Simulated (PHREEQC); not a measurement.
Consider water at 25 °C with 0.012 mol FeCl3 per kg of water. Closed to the air; pH follows from the charge balance.

Equilibrium calculation in PHREEQC: ion-association model, wateq4f.dat.

This is a speciation only: nothing precipitates in the calculation.

Task: Predict the pH, ionic strength.

Result: pH 2.30; ionic strength 0.0602 mol/kgw.

Task: In which forms is Cl present?

Result: Cl- 94 %, FeCl+2 5.0 %, FeCl2+ 0.7 % of the Cl.

The solution is supersaturated, for example in Hematite (slow to form), Goethite (slow to form), so a real one may precipitate; this is no full list. Complexes and solids missing from the database can't appear.
